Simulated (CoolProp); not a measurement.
Vapour-liquid equilibrium of R13 (1) + propylene (2) at -5.85 °C; x and y are mole fractions of (1).

Computed with CoolProp (multi-fluid Helmholtz-energy mixture model, Platzer 1990 and Lemmon 2013; pair parameters Bell 2016). This equation is an older, rougher fit; its heat capacities, sound speeds and derivatives of the liquid may be far off and weren't checked against measurements.

Problem. Give the bubble pressure and the first vapour's composition at x = 0.05, 0.25, 0.45. Is there an azeotrope?

Solution. x = 0.05: 590.5 kPa, y = 0.193; x = 0.25: 922.4 kPa, y = 0.544; x = 0.45: 1169 kPa, y = 0.697. No azeotrope shows between x = 0.05 and 0.95.

Pair parameters are fitted to limited data, so mixtures are less certain than the pure fluids.
